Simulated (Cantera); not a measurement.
**Stirred combustor or abatement burner**

A perfectly stirred reactor is fed with C2H4 : O2 : N2 : H2O = 1 : 4.55 : 17.1 : 4.5 (molar parts), equivalence ratio 0.66, at 4.93 atm; it is adiabatic with a 700 K inlet, and is followed from long to short residence time, starting on the burning branch (τ in s: 0.16, 0.062, 0.025, 0.0096, 0.0038, 0.0015, 0.00059, 0.00023, 9.1e-05, 3.6e-05, 1.4e-05, 5.5e-06).

Cantera simulation using GRI-Mech 3.0 (53 species, 325 reactions); the numbers are that mechanism's predictions, not measurements. GRI-Mech 3.0 was tuned for natural gas; its chemistry of ethylene as a main component is partial and can be far from experiment.

| τ (s) | T (K) | x C2H4 | x O2 | x H2O | x CO | x CO2 |
|---|---|---|---|---|---|---|
| 0.16 | 1960 | 7.03e-7 | 0.0568 | 0.239 | 0.000165 | 0.0735 |
| 0.062 | 1959 | 1.73e-6 | 0.0568 | 0.238 | 0.000215 | 0.0734 |
| 0.025 | 1958 | 3.94e-6 | 0.0569 | 0.238 | 0.000323 | 0.0733 |
| 0.0096 | 1954 | 8.70e-6 | 0.0570 | 0.238 | 0.000563 | 0.0730 |
| 0.0038 | 1948 | 1.75e-5 | 0.0573 | 0.238 | 0.00102 | 0.0724 |
| 0.0015 | 1936 | 3.37e-5 | 0.0577 | 0.237 | 0.00188 | 0.0714 |
| 0.00059 | 1917 | 6.39e-5 | 0.0586 | 0.236 | 0.00347 | 0.0696 |
| 0.00023 | 1883 | 0.000124 | 0.0603 | 0.234 | 0.00640 | 0.0663 |
| 9.1e-5 | 1825 | 0.000259 | 0.0638 | 0.231 | 0.0118 | 0.0600 |
| 3.6e-5 | 1705 | 0.000759 | 0.0727 | 0.227 | 0.0239 | 0.0456 |
| 1.4e-5 | 700 | 0.0368 | 0.168 | 0.166 | <1e-12 | <1e-12 |
| 5.5e-6 | 700 | 0.0368 | 0.168 | 0.166 | <1e-12 | <1e-12 |
x: mole fraction; the columns are a selection and need not sum to one.
